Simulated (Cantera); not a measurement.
A perfectly stirred reactor is fed with H2 : O2 : N2 : NO = 1 : 1.06 : 4 : 0.014 (molar parts), at 0.490 bar; it is adiabatic with a 450 K inlet, and is followed from long to short residence time, starting on the burning branch (τ in s: 0.058, 0.021, 0.008, 0.003, 0.0011, 0.00041, 0.00015, 5.7e-05, 2.1e-05).

Model: GRI-Mech 3.0 (53 species, 325 reactions), integrated in Cantera. The mechanism lacks 2 NO + O2 → 2 NO2 and HONO, so NO2 and the effect of NO are under-described below about 1400 K.

**Question.** What does this change do: O2 1.06 to 0.75 parts?

**Answer.** 
| quantity | before | after |
|---|---|---|
| blow-out, bracketed by the residence times tried | burning at 0.150 ms, out at 57.0 µs | burning at 0.150 ms, out at 57.0 µs |
| x(H2) at τ = 58.0 ms | 0.000470 | 0.00102 |
| x(O2) at τ = 58.0 ms | 0.0998 | 0.0471 |
| x(NO) at τ = 58.0 ms | 0.00251 | 0.00264 |
| x(NO2) at τ = 58.0 ms | 2.48e-6 | 1.27e-6 |
| x(OH) at τ = 58.0 ms | 0.00232 | 0.00270 |
| x(H2) at τ = 1.10 ms | 0.00547 | 0.00953 |
| x(O2) at τ = 1.10 ms | 0.0990 | 0.0496 |
| x(NO) at τ = 1.10 ms | 0.00249 | 0.00262 |
| x(NO2) at τ = 1.10 ms | 7.69e-7 | 3.89e-7 |
| x(OH) at τ = 1.10 ms | 0.00616 | 0.00610 |
